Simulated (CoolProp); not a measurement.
Properties of R124 at several states.

The numbers come from the reference Helmholtz-energy equation of state, de Vries 1995 in CoolProp.

```json
[
 {"T (K)": "170.8", "p (kPa)": "2860", "phase": "liquid", "cv (kJ/(kg K))": "0.6514", "viscosity (µPa s)": "2350"},
 {"T (K)": "461.5", "p (kPa)": "8990", "phase": "supercritical", "cv (kJ/(kg K))": "0.9568", "viscosity (µPa s)": "47.4"},
 {"T (K)": "405.5", "p (kPa)": "2220", "phase": "gas", "cv (kJ/(kg K))": "0.8569", "viscosity (µPa s)": "18.5"},
 {"T (K)": "241.4", "p (kPa)": "14.9", "phase": "gas", "cv (kJ/(kg K))": "0.5849", "viscosity (µPa s)": "10.4"},
 {"T (K)": "408.5", "p (kPa)": "179", "phase": "gas", "cv (kJ/(kg K))": "0.8147", "viscosity (µPa s)": "17.6"},
 {"T (K)": "378.1", "p (kPa)": "49.4", "phase": "gas", "cv (kJ/(kg K))": "0.7739", "viscosity (µPa s)": "16.4"}
]
```

Viscosity comes from a separate model (Bell 2016), an estimate that may be off by 10 % or more.
